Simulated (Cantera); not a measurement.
Feed: 1 mol PbO, 0.47 mol H2O, 0.66 mol N2, equilibrated at 0.340 bar.

Equilibrium computed with Cantera from the NASA thermochemical tables; the gas is ideal and each condensed phase is pure. Candidate condensed phases: H2O, Pb, PbO, PbO2, Pb3O4; 27 gas species. Gases not in the tables: (PbO)n polymers. Kinetics and transport are ignored.

Q: Which condensed phases are stable at each of these points (T (°C)): 852, 877, 902, 927, 952, 977, 1002, 1027, 1052, 1077?

A: 
```tsv
T (°C)	condensed phases	Pb condensed (%)
852	PbO(yellow)	100.0
877	PbO(yellow)	100.0
902	PbO(l)	100.0
927	PbO(l)	100.0
952	PbO(l)	100.0
977	PbO(l)	99.9
1002	PbO(l)	99.9
1027	PbO(l)	99.8
1052	PbO(l)	99.7
1077	PbO(l)	99.6
```

From 852 °C to 877 °C the condensed part is PbO(yellow). From 902 °C to 1077 °C the condensed part is PbO(l).
